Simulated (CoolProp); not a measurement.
Saturated liquid density (kg/m³) of CF4 (R14): the reference equation beside estimates from Tc = 227.4 K, pc = 3762 kPa, ω = 0.178. Rackett uses Z = 0.29056 − 0.08775 ω.

Model: reference Helmholtz-energy equation of state, Platzer 1990, in CoolProp. This equation is an older, rougher fit; its heat capacities, sound speeds and derivatives of the liquid may be far off and weren't checked against measurements.

| T (K) | reference | Rackett | van der Waals | Redlich-Kwong | Peng-Robinson |
|---|---|---|---|---|---|
| 132.9 | 1667 | 1740 | 1091 | 1609 | 1846 |
| 137.6 | 1643 | 1715 | 1076 | 1583 | 1820 |
| 142.3 | 1618 | 1689 | 1060 | 1556 | 1793 |
| 147 | 1593 | 1663 | 1044 | ? | 1765 |
| 151.6 | 1568 | 1637 | ? | 1499 | 1735 |
| 156.3 | ? | 1609 | 1011 | 1469 | 1704 |
| 161 | 1515 | 1580 | 992.6 | 1437 | 1671 |
| 165.7 | ? | 1551 | ? | 1403 | ? |
| 170.3 | 1459 | 1521 | 954.9 | 1369 | 1599 |
| 175 | 1430 | 1489 | 934.5 | 1333 | 1559 |
| 179.7 | 1399 | 1456 | 913.1 | 1294 | 1516 |
| 184.3 | 1367 | 1422 | 891.0 | 1255 | ? |

Question: Some entries are withheld; supply them.

Answer: 
- 147, Redlich-Kwong: 1528
- 151.6, van der Waals: 1028
- 156.3, reference: 1542
- 165.7, reference: 1487
- 165.7, van der Waals: 973.9
- 165.7, Peng-Robinson: 1635
- 184.3, Peng-Robinson: 1471

Absolute difference from the reference over all 12 rows, mean and median: Rackett 4.3 and 4.3 %, van der Waals 34.6 and 34.5 %, Redlich-Kwong 5.3 and 4.9 %, Peng-Robinson 9.9 and 10.4 %.
